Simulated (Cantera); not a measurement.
A closed system holds: 1 mol Si, 7.3 mol H₂, held at 1398 K and 14.0 bar.

These are equilibrium values from Cantera (NASA tables, ideal gas, pure condensed phases), not measurements of a reactor. Candidate condensed phases: Si; 9 gas species. Gases not in the tables: Si₂H₆ and higher silanes. Kinetics and transport are ignored.

### Question
What is the equilibrium state?

### Answer
```
Property        Value
----------  ---------
x(H₂)           1.000
x(SiH₄)       1.26e-5
x(H)          1.26e-6
n(Si(s))    1.000 mol
gas amount  7.300 mol
```
